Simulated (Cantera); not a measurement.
Feed: 1 mol TEOS, 19 mol N2O, at 1.30 mbar.

These are equilibrium values from Cantera (NASA tables, ideal gas, pure condensed phases), not measurements of a reactor. Candidate condensed phases: C, C6H6, C7H8, C8H18, H2O, Si, SiC, SiO2, Si2N2O, Si3N4; 151 gas species. The feed counts by its element totals alone. The tables hold silica as quartz up to 1696 K and as liquid above; real silica turns to tridymite and cristobalite and melts near 1996 K. The numbers say what is thermodynamically allowed, not how fast it happens.

### Question
At 1273 K, list the 5 most abundant gas species with their mole fractions, and the condensed phases.

### Answer
N2 0.514, H2O 0.207, CO2 0.144, CO 0.0723, H2 0.0629. Condensed: SiO2(β-quartz).
